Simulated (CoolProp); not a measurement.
n-perfluorohexane along the isotherm 450 K: Z from the reference equation and from simpler models built on Tc = 448.0 K, pc = 1.742 MPa, ω = 0.497; each cubic takes its own stable root.

Values from CoolProp's reference Helmholtz-energy equation of state, Gao 2022.

```tsv
p (MPa)	phase	reference
0.067	gas	0.9866
0.134	gas	0.9730
0.201	gas	0.9590
0.268	gas	0.9448
0.335	gas	0.9303
0.402	gas	0.9154
0.469	gas	0.9001
0.536	gas	0.8845
0.603	gas	0.8684
0.67	gas	0.8519
0.737	gas	0.8349
0.804	gas	0.8173
0.871	gas	0.7991
```

How far does each simpler model (van der Waals, Redlich-Kwong) lie from the reference over these 13 states: mean and median of the absolute difference, and the worst?


- van der Waals: mean 1.8 %, median 1.7 %, worst +3.7 % at 450 K and 0.871 MPa
- Redlich-Kwong: mean 0.5 %, median 0.4 %, worst +1.1 % at 450 K and 0.871 MPa
